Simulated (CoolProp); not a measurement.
The numbers come from the reference Helmholtz-energy equation of state, Gao 2020 in CoolProp.

Problem. For ammonia, give the phase and the cv (kJ/(kg K)), isothermal compressibility (1/MPa), viscosity (µPa s) at 431.65 °C and 56.8 MPa; 60.55 °C and 0.998 MPa.

Solution. 
- 431.65 °C and 56.8 MPa: supercritical; cv 2.59, isothermal compressibility 0.0168, viscosity 33.3
- 60.55 °C and 0.998 MPa: gas; cv 1.90, isothermal compressibility 1.08, viscosity 11.3

Viscosity comes from a separate model (Fenghour 1995).
